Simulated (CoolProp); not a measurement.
A simple Rankine cycle with sulfur dioxide: condensing at 312.15 K, boiler at 2.75 MPa, turbine inlet 377.7 K, turbine efficiency 0.6, pump efficiency 0.6, no recuperator. Each further row changes one setting.

Values from CoolProp's reference Helmholtz-energy equation of state, Gao 2016.

```
case                             thermal efficiency (%)  net work (kJ/kg)  heat in (kJ/kg)  turbine exit temperature (K)  volume ratio over the turbine
-------------------------------  ----------------------  ----------------  ---------------  ----------------------------  -----------------------------
as stated                                           8.2              28.8              353                         312.2                           4.20
turbine inlet 397.7 K                               8.4              31.3              374                         314.1                           3.97
condensing temperature 304.15 K                     9.2              33.5              364                         304.1                           5.30
boiler pressure 1.92 MPa                            6.6              24.4              370                         316.9                           2.84
turbine efficiency 0.5                              6.7              23.6              353                         312.2                           4.27
```

The expansion ends wet for: as stated; condensing temperature 304.15 K; turbine efficiency 0.5.
